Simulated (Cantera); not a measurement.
Input: 1 mol Al, 28 mol O2, 1.4 mol H2, at 823.15 K and 48.0 mbar.

Equilibrium computed with Cantera from the NASA thermochemical tables; the gas is ideal and each condensed phase is pure. Candidate condensed phases: Al, Al2O3, H2O; 19 gas species. Kinetics and transport are ignored.

Base state: O2 0.950, H2O 0.0501 (mole fractions); condensed: Al2O3(s).

**Question.** What changes in the equilibrium state with this change: 0.016 mol Cl2 added?

**Answer.** 
```
species        before    after
-------------  ------  -------
O2              0.950    0.949
H2O            0.0501   0.0495
HCl                 0  0.00113
Al2O3(s), mol   0.500    0.500
```
Condensed phases not in the tables: AlOCl. Further candidate phases: AlCl3.

**Question.** What changes in the equilibrium state with this change: temperature from 823.15 K to 2050 K?

**Answer.** 
```csv
species,before,after
O2,0.950,0.943
H2O,0.0501,0.0470
OH,3.82e-9,0.00554
O,<1e-9,0.00431
H,<1e-9,9.94e-5
H2,<1e-9,9.21e-5
"Al2O3(s), mol",0.500,0.500
```
